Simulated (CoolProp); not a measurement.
n-octane along the isotherm 620 K: fugacity coefficient from the reference equation and from simpler models built on Tc = 568.7 K, pc = 2.484 MPa, ω = 0.398; each cubic takes its own stable root.

Model: reference Helmholtz-energy equation of state, Beckmüller 2019, in CoolProp.

```csv
p (MPa),phase,reference
0.0393,gas,0.9958
0.0592,gas,0.9936
0.0894,gas,0.9904
0.135,gas,0.9855
0.203,gas,0.9783
0.307,gas,0.9673
0.463,gas,0.9509
0.698,gas,0.9266
1.05,gas,0.8908
1.59,gas,0.8373
2.4,gas,0.7603
3.62,supercritical,0.6502
5.46,supercritical,0.5127
8.23,supercritical,0.4050
12.4,supercritical,0.3374
```

### Question
How far does each simpler model (van der Waals, Peng-Robinson) lie from the reference over these 15 states: mean and median of the absolute difference, and the worst?

### Answer
- van der Waals: mean 1.7 %, median 0.5 %, worst +14.0 % at 620 K and 12.4 MPa
- Peng-Robinson: mean 0.7 %, median 0.3 %, worst +3.5 % at 620 K and 12.4 MPa
